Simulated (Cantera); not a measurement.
## Hydrocarbon pyrolysis for carbon deposition

A perfectly stirred reactor is fed with C2H6 : H2 = 1 : 13 (molar parts), at 0.133 bar; it is held at 1050 K, and followed from long to short residence time.

Computed with Cantera and GRI-Mech 3.0 (53 species, 325 reactions). GRI-Mech 3.0 stops at C3 and has no aromatics, soot or wall deposition, so with more carbon than oxygen in the feed, carbon stays in small species such as C2H2 where larger ones or solid carbon would form.

```
τ (s)    x C2H6   x H2    x C2H2    x CH3      x H    x C2H4
-------  ------  -----  --------  -------  -------  --------
6.1      0.0136  0.924   0.00112  3.72e-7  8.66e-7    0.0455
1.7      0.0242  0.927  0.000485  3.65e-7  9.88e-7    0.0397
0.47     0.0424  0.928  0.000111  4.30e-7  1.05e-6    0.0251
0.13     0.0598  0.929   1.30e-5  4.55e-7  1.00e-6    0.0102
0.037    0.0683  0.929   8.22e-7  3.25e-7  8.08e-7   0.00274
0.010    0.0710  0.929   1.53e-8  1.02e-7  3.96e-7  0.000381
0.0028   0.0714  0.929  1.22e-10  3.62e-8  1.25e-7   3.34e-5
0.00079  0.0714  0.929    <1e-12  2.86e-8  3.64e-8   2.59e-6
0.00022  0.0714  0.929    <1e-12  2.48e-8  1.08e-8   1.75e-7
```
x: mole fraction; the columns are a selection and need not sum to one.
